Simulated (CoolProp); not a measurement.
Vapour-liquid equilibrium of C2F6 (R116) (1) + R134a (2) at 266.5 K; x and y are mole fractions of (1).

Values from CoolProp's multi-fluid Helmholtz-energy mixture model, Lemmon 2006 and Tillner-Roth 1994; pair parameters Bell 2016.

Problem. Give the bubble pressure and the first vapour's composition at x = 0.55, 0.75, 0.95. Is there an azeotrope?

Solution. x = 0.55: 12.00 bar, y = 0.836; x = 0.75: 13.43 bar, y = 0.882; x = 0.95: 15.03 bar, y = 0.967. No azeotrope shows between x = 0.05 and 0.95.

Pair parameters are fitted to limited data, so mixtures are less certain than the pure fluids. With so large a gap from Raoult's law the liquid may split in two, which this calculation doesn't test in full.
